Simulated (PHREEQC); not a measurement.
0.016 g of hydrous ferric oxide (600 m²/g; 0.2 weak and 0.005 strong sites per Fe, Dzombak-Morel constants, diffuse double layer) in 1 kg of water with 0.01 mol/kgw of an inert sodium salt and 0.004 mmol/kgw PbCl2, at 25 °C; the pH is set by adding NaOH or the inert anion's acid. O2 is buffered at 0.21 atm. The system is closed to CO2. Nothing may precipitate in this run.

The series has 17 steps of pH, from 3 to 9.

Equilibrium calculation in PHREEQC: ion-association model, wateq4f.dat.

Problem. Near which pH is half of the Pb sorbed, and on which side is more sorbed?

Solution. Near pH 6.1, with more sorbed at higher pH.

The oxide is taken as insoluble; below pH 4 it would dissolve.
